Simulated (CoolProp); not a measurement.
Vapour-liquid equilibrium of CH2F2 (R32) (1) + R125 (2) at -1.95 °C; x and y are mole fractions of (1).

Model: multi-fluid Helmholtz-energy mixture model, Tillner-Roth 1997 and Lemmon 2005; pair parameters Lemmon 2004, in CoolProp.

```
x      bubble pressure (MPa)  y at the bubble point  dew pressure at overall composition x (MPa)  liquid density (mol/L)
-----  ---------------------  ---------------------  -------------------------------------------  ----------------------
0.05                  0.6416                  0.064                                       0.6391                     ___
0.125                 0.6584                  0.156                                       0.6527                   11.75
0.2                   0.6745                    ___                                       0.6666                   12.19
0.275                 0.6897                  0.324                                       0.6806                   12.67
0.35                  0.7039                    ___                                       0.6946                   13.18
0.425                 0.7168                  0.474                                       0.7082                     ___
0.5                   0.7284                  0.544                                       0.7212                   14.34
0.575                 0.7386                  0.612                                          ___                   15.00
0.65                  0.7474                  0.679                                       0.7438                   15.73
0.725                    ___                  0.745                                       0.7525                   16.53
0.8                   0.7598                  0.811                                       0.7591                   17.42
0.875                 0.7632                  0.879                                       0.7631                   18.43
0.95                  0.7643                  0.950                                       0.7643                     ___
```

**Question.** Complete the blanks.

**Answer.** 
- 0.05, liquid density (mol/L): 11.33
- 0.2, y at the bubble point: 0.242
- 0.35, y at the bubble point: 0.401
- 0.425, liquid density (mol/L): 13.74
- 0.575, dew pressure at overall composition x (MPa): 0.7332
- 0.725, bubble pressure (MPa): 0.7545
- 0.95, liquid density (mol/L): 19.56

y crosses x between x = 0.875 and 0.95: the model has an azeotrope there.

Pair parameters are fitted to limited data, so mixtures are less certain than the pure fluids.
